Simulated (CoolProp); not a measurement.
Properties of methanol at several states.

Computed with CoolProp (reference Helmholtz-energy equation of state, de Reuck 1993).

| T (K) | p (MPa) | phase | cp (kJ/(kg K)) | conductivity (mW/(m K)) | Prandtl number | fugacity coefficient |
|---|---|---|---|---|---|---|
| 613.6 | 0.141 | gas | 2.137 | 54.9 | 0.789 | 0.9971 |
| 397 | 1.01 | liquid | 3.448 | 181 | 3.37 | 0.6365 |
| 294.8 | 10.3 | liquid | 2.503 | 206 | 7.38 | 0.001614 |
| 211.6 | 0.0438 | liquid | 2.225 | 216 | 31.9 | 0.0005412 |
| 243.2 | 0.0198 | liquid | 2.292 | 211 | 15.5 | 0.02385 |

Viscosity comes from a separate model (Xiang 2006). Thermal conductivity comes from a separate model (Sykioti 2013).
